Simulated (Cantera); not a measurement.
A closed system holds: 1 mol BF₃, 7.7 mol H₂, 160 mol N₂, a varied amount of O₂, equilibrated at 540 Torr.

Method: chemical equilibrium by Gibbs-energy minimisation in Cantera with the NASA 1993 tables (ideal gas, pure condensed phases). Candidate condensed phases: B, BN, B₂O₃, B₃O₃H₃, H₂O; 62 gas species. N₂ is the only nitrogen source here; it is nearly inert below about 1500 K, so the nitride shown seldom forms there in practice. The tables' values for BF₂ are old estimates. The numbers say what is thermodynamically allowed, not how fast it happens.

Problem. What condenses at these points (T in K, n(O₂) in mol): (1200, 0.35); (2000, 0.097); (2000, 0.54); (1600, 0.097); (1100, 4.6); (2000, 0.83)?

Solution. 
| T (K) | n(O₂) in mol | condensed phases | B condensed (%) |
|---|---|---|---|
| 1200 | 0.35 | B₂O₃ | 5.4 |
| 2000 | 0.097 | gas only | 0.0 |
| 2000 | 0.54 | gas only | 0.0 |
| 1600 | 0.097 | BN | 7.8 |
| 1100 | 4.6 | B₂O₃ | 61.2 |
| 2000 | 0.83 | gas only | 0.0 |
